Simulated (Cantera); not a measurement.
**Stirred combustor or abatement burner**

A perfectly stirred reactor is fed with 35.3 % H₂, 13.6 % O₂, 51.1 % N₂, equivalence ratio 1.3, at 10.9 atm; it is adiabatic with a 450 K inlet, and is followed from long to short residence time, starting on the burning branch (τ in s: 0.19, 0.093, 0.045, 0.021, 0.01, 0.0049, 0.0024, 0.0011, 0.00054, 0.00026, 0.00012, 6e-05, 2.9e-05).

Model: the H2/O2 subset of GRI-Mech 3.0, which has no nitrogen chemistry, integrated in Cantera. The hydrogen kinetics of GRI-Mech 3.0 are dated; newer H2 mechanisms differ, most at raised pressure.

```csv
τ (s),T (K),x H₂,x O₂,x O,x OH,x HO₂,x H
0.19,2461,0.0935,2.68e-5,1.83e-5,0.00131,4.88e-8,0.00198
0.093,2461,0.0935,2.87e-5,1.85e-5,0.00131,5.04e-8,0.00199
0.045,2461,0.0935,3.27e-5,1.90e-5,0.00133,5.38e-8,0.00201
0.021,2460,0.0935,4.13e-5,2.00e-5,0.00136,6.14e-8,0.00207
0.010,2459,0.0935,5.80e-5,2.21e-5,0.00143,7.72e-8,0.00217
0.0049,2457,0.0935,8.82e-5,2.63e-5,0.00155,1.09e-7,0.00237
0.0024,2453,0.0935,0.000141,3.46e-5,0.00177,1.77e-7,0.00271
0.0011,2445,0.0935,0.000241,5.30e-5,0.00217,3.44e-7,0.00337
0.00054,2434,0.0936,0.000391,8.60e-5,0.00273,6.79e-7,0.00431
0.00026,2417,0.0937,0.000641,0.000149,0.00353,1.40e-6,0.00572
0.00012,2390,0.0940,0.00108,0.000272,0.00464,2.94e-6,0.00784
6.0e-5,2357,0.0945,0.00170,0.000462,0.00585,5.50e-6,0.0105
2.9e-5,2310,0.0954,0.00273,0.000789,0.00728,1.02e-5,0.0141
```
x: mole fraction; the columns are a selection and need not sum to one.
